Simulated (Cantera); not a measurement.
A freely propagating, adiabatic, planar premixed flame of H₂ : O₂ : N₂ = 1 : 0.312 : 1.17 (molar parts), unburnt at 450 K and 0.681 atm; mixture-averaged transport, grid criteria slope 0.08 and curve 0.16, no radiation.

Computed with Cantera and the H2/O2 subset of GRI-Mech 3.0, which has no nitrogen chemistry. Burning velocities carry a grid error of a few per cent, more on coarse grids.

Problem. What does this change do: inlet temperature 450 to 625 K?

Solution. 
```csv
quantity,before,after
laminar burning velocity,551 cm/s,930 cm/s
thermal thickness,0.653 mm,0.738 mm
peak x(O),0.00613,0.00746
peak x(H₂O₂),3.29e-5,5.03e-6
peak x(H),0.0917,0.104
```

Problem. What does this change do: O2 0.312 to 0.25 parts?

Solution. 
```csv
quantity,before,after
laminar burning velocity,551 cm/s,454 cm/s
thermal thickness,0.653 mm,0.673 mm
peak x(O),0.00613,0.00300
peak x(H₂O₂),3.29e-5,2.61e-5
peak x(H),0.0917,0.0743
```
